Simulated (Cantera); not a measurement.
An isothermal plug-flow reactor at 750 K and 1500 Torr (inlet), inlet velocity 0.067 m/s, active area per volume 3300 1/m; feed CH₄ : O₂ : N₂ = 0.0066 : 0.11 : 0.79 (molar parts), equivalence ratio 0.12.

Model: Deutschmann's 1995 Pt surface mechanism with GRI-Mech 3.0 gas chemistry, integrated in Cantera. Catalytic surfaces can have several steady states; this one follows from the mechanism file's or the stated starting coverage. Mass transfer to the wall is taken as infinitely fast.

**Question.** What does this change do: CH4 0.0066 to 0.0032 parts?

**Answer.** 
| quantity | before | after |
|---|---|---|
| x(CH₄) at z = 0.093 m | 0.00462 | 0.00227 |
| x(O₂) at z = 0.093 m | 0.116 | 0.119 |
| x(H₂O) at z = 0.093 m | 0.00531 | 0.00255 |
| x(CO₂) at z = 0.093 m | 0.00265 | 0.00127 |
| x(CO) at z = 0.093 m | 3.61e-7 | 1.76e-7 |
| θ(free Pt) at the exit | 0.0123 | 0.0121 |
| θ(O*) at the exit | 0.986 | 0.987 |
| θ(OH*) at the exit | 0.00161 | 0.00111 |

**Question.** What does this change do: N2 0.79 to 1.8 parts?

**Answer.** 
```tsv
quantity	before	after
x(CH₄) at z = 0.093 m	0.00462	0.00124
x(O₂) at z = 0.093 m	0.116	0.0530
x(H₂O) at z = 0.093 m	0.00531	0.00441
x(CO₂) at z = 0.093 m	0.00265	0.00221
x(CO) at z = 0.093 m	3.61e-7	1.08e-7
θ(free Pt) at the exit	0.0123	0.0176
θ(O*) at the exit	0.986	0.981
θ(OH*) at the exit	0.00161	0.00175
```
